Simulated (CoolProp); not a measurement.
Vapour-liquid equilibrium of CHF3 (R23) (1) + R125 (2) at -92.15 °C; x and y are mole fractions of (1).

Model: multi-fluid Helmholtz-energy mixture model, Penoncello 2003 and Lemmon 2005; pair parameters Bell 2016, in CoolProp.

```
x     bubble pressure, mixture model (bar)  bubble pressure, Raoult's law (bar)  y, mixture model  y, Raoult's law
----  ------------------------------------  -----------------------------------  ----------------  ---------------
0.05                               0.08491                              0.08525             0.314            0.318
0.2                                 0.1594                               0.1575             0.691            0.689
0.35                                0.2349                               0.2298             0.829            0.827
0.5                                 0.3087                               0.3020             0.898            0.899
0.65                                0.3797                               0.3743             0.941            0.943
0.8                                 0.4490                               0.4466             0.970            0.973
0.95                                0.5189                               0.5188             0.993            0.994
```

The largest gap from Raoult's law is +2.2 % in bubble pressure, at x = 0.35. No azeotrope shows between x = 0.05 and 0.95.

The pair parameters rest on a limited set of measurements; away from them the model extrapolates.
